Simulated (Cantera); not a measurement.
Charge: 1 mol SiC, 0.47 mol H2O, 420 mol N2, held at 0.00160 bar.

Method: chemical equilibrium by Gibbs-energy minimisation in Cantera with the NASA 1993 tables (ideal gas, pure condensed phases). Candidate condensed phases: C, C6H6, C7H8, C8H18, H2O, Si, SiC, SiO2, Si2N2O, Si3N4; 151 gas species. N2 is the only nitrogen source here; it is nearly inert below about 1500 K, so the nitride shown seldom forms there in practice. Mutual solubility and eutectic melting of coexisting phases are not modelled. Rates play no part.

### Question
What share of the Si ends up in condensed phases as a function of T (K), at 975, 1075, 1175, 1275, 1375, 1475, 1575, 1675?

### Answer
```json
[
 {"T (K)": "975", "Si condensed (%)": "100.0", "as": "Si2N2O(s) + Si3N4(s)"},
 {"T (K)": "1075", "Si condensed (%)": "100.0", "as": "Si2N2O(s) + Si3N4(s)"},
 {"T (K)": "1175", "Si condensed (%)": "100.0", "as": "Si2N2O(s) + Si3N4(s)"},
 {"T (K)": "1275", "Si condensed (%)": "100.0", "as": "SiC(s) + Si2N2O(s)"},
 {"T (K)": "1375", "Si condensed (%)": "99.8", "as": "SiC(s) + Si2N2O(s)"},
 {"T (K)": "1475", "Si condensed (%)": "96.1", "as": "SiC(s) + Si2N2O(s)"},
 {"T (K)": "1575", "Si condensed (%)": "76.3", "as": "SiC(s)"},
 {"T (K)": "1675", "Si condensed (%)": "75.1", "as": "SiC(s)"}
]
```
